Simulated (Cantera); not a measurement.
Feed: 1 mol CH3OH, 0.97 mol H2, held at 13.3 mbar.

These are equilibrium values from Cantera (NASA tables, ideal gas, pure condensed phases), not measurements of a reactor. Candidate condensed phases: C, C6H6, C7H8, C8H18, H2O; 131 gas species. Ions and electrons are included (thermal ionisation). Kinetics and transport are ignored. All values below are at 3727 °C.

Base state: H 0.851, CO 0.143, H2 0.00380, C 0.00122, O 0.00121 (mole fractions); condensed: gas only.

Problem. What changes in the equilibrium state with this change: CH3OH replaced by C2H4?

Solution. 
```json
[
 {"species": "H", "before": "0.851", "after": "0.765"},
 {"species": "C", "before": "0.00122", "after": "0.210"},
 {"species": "C2", "before": "5.27e-7", "after": "0.0157"},
 {"species": "CO", "before": "0.143", "after": "0"},
 {"species": "C3", "before": "1.12e-9", "after": "0.00576"},
 {"species": "O", "before": "0.00121", "after": "0"}
]
```
